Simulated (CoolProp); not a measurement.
Vapour-liquid equilibrium of dimethyl ether (1) + methanol (2) at 366.7 K; x and y are mole fractions of (1).

Computed with CoolProp (multi-fluid Helmholtz-energy mixture model, Wu 2011 and de Reuck 1993; pair parameters Bell 2016).

```json
[
 {"x": "0.05", "bubble pressure (bar)": "5.010", "y at the bubble point": "0.431", "dew pressure at overall composition x (bar)": "3.030", "liquid density (mol/L)": "21.74"},
 {"x": "0.125", "bubble pressure (bar)": "7.942", "y at the bubble point": "0.649", "dew pressure at overall composition x (bar)": "3.290", "liquid density (mol/L)": "20.77"},
 {"x": "0.2", "bubble pressure (bar)": "10.52", "y at the bubble point": "0.741", "dew pressure at overall composition x (bar)": "3.596", "liquid density (mol/L)": "19.84"},
 {"x": "0.275", "bubble pressure (bar)": "12.77", "y at the bubble point": "0.793", "dew pressure at overall composition x (bar)": "3.961", "liquid density (mol/L)": "18.95"},
 {"x": "0.35", "bubble pressure (bar)": "14.74", "y at the bubble point": "0.826", "dew pressure at overall composition x (bar)": "4.406", "liquid density (mol/L)": "18.09"},
 {"x": "0.425", "bubble pressure (bar)": "16.46", "y at the bubble point": "0.850", "dew pressure at overall composition x (bar)": "4.963", "liquid density (mol/L)": "17.25"},
 {"x": "0.5", "bubble pressure (bar)": "18.03", "y at the bubble point": "0.869", "dew pressure at overall composition x (bar)": "5.679", "liquid density (mol/L)": "16.44"},
 {"x": "0.575", "bubble pressure (bar)": "19.49", "y at the bubble point": "0.886", "dew pressure at overall composition x (bar)": "6.633", "liquid density (mol/L)": "15.65"},
 {"x": "0.65", "bubble pressure (bar)": "20.92", "y at the bubble point": "0.902", "dew pressure at overall composition x (bar)": "7.966", "liquid density (mol/L)": "14.87"},
 {"x": "0.725", "bubble pressure (bar)": "22.39", "y at the bubble point": "0.918", "dew pressure at overall composition x (bar)": "9.952", "liquid density (mol/L)": "14.11"},
 {"x": "0.8", "bubble pressure (bar)": "23.96", "y at the bubble point": "0.936", "dew pressure at overall composition x (bar)": "13.15", "liquid density (mol/L)": "13.35"},
 {"x": "0.875", "bubble pressure (bar)": "25.70", "y at the bubble point": "0.957", "dew pressure at overall composition x (bar)": "18.51", "liquid density (mol/L)": "12.59"},
 {"x": "0.95", "bubble pressure (bar)": "27.66", "y at the bubble point": "0.981", "dew pressure at overall composition x (bar)": "25.14", "liquid density (mol/L)": "11.82"}
]
```

No azeotrope shows between x = 0.05 and 0.95.

Pair parameters are fitted to limited data, so mixtures are less certain than the pure fluids. The gap from Raoult's law changes sign with composition, which may be real or a fault of the pair parameters; it wasn't checked against measurements.
